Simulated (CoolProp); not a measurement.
Vapour-liquid equilibrium of benzene (1) + ethylbenzene (2) at 93.85 °C; x and y are mole fractions of (1).

Computed with CoolProp (multi-fluid Helmholtz-energy mixture model, Thol 2012 and Zhou 2012; pair parameters Bell 2016).

```csv
x,"bubble pressure, mixture model (kPa)","bubble pressure, Raoult's law (kPa)","y, mixture model","y, Raoult's law"
0.05,32.76,34.00,0.192,0.224
0.125,40.48,43.32,0.396,0.439
0.2,48.54,52.64,0.539,0.578
0.275,56.97,61.96,0.644,0.675
0.35,65.75,71.28,0.724,0.747
0.425,74.89,80.59,0.787,0.802
0.5,84.36,89.91,0.837,0.845
0.575,94.13,99.23,0.877,0.881
0.65,104.1,108.5,0.909,0.910
0.725,114.3,117.9,0.936,0.935
0.8,124.7,127.2,0.958,0.956
0.875,135.0,136.5,0.976,0.975
0.95,145.3,145.8,0.991,0.990
```

The largest gap from Raoult's law is -8.1 % in bubble pressure, at x = 0.275. No azeotrope shows between x = 0.05 and 0.95.

Pair parameters are fitted to limited data, so mixtures are less certain than the pure fluids.
